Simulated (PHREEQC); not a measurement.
Synthetic water in mg/kgw, 45 °C, pH 2.94, pe 11.7: Na 1640; K 225; Ca 121; Mg 152; Cl 871; S(6) as SO4 3540; F 2.74; Fe(3) 5.87; Cd 7.25; Mn(2) 3.13; Cu(2) 1.29.

Valence states are taken as typed.

The numbers come from PHREEQC with the ion-association model, wateq4f.dat.

Each row changes one thing in this solution. No solid was allowed to form.

| case | ionic strength (mol/kgw) | MgSO4 (mol/kgw) | Mg+2 (mol/kgw) | HSO4- (mol/kgw) | KSO4- (mol/kgw) | HF (mol/kgw) | SI of Gypsum (CaSO4:2H2O) | SI of Jarosite-K (KFe3(SO4)2(OH)6) |
|---|---|---|---|---|---|---|---|---|
| as made | 0.114 | 0.00349 | 0.00276 | 0.00210 | 0.000447 | 5.41e-5 | -0.65 | +1.73 |
| Fe(3) from 5.87 to 17.6 mg/kgw | 0.114 | 0.00348 | 0.00277 | 0.00209 | 0.000445 | 3.08e-5 | -0.65 | +3.46 |
| temperature from 45 to 70 °C at the same typed pH | 0.109 | 0.00403 | 0.00222 | 0.00362 | 0.000551 | 7.46e-5 | -0.64 | +2.52 |

Some of these states are supersaturated (in Jarosite-K, Hematite (slow to form), Jarosite-Na, for instance). Away from 25 °C the constants follow the database's enthalpies or fits; those with neither stay at their 25 °C values. Fluoro complexes past AlF4- and FeF3 are missing from the database.
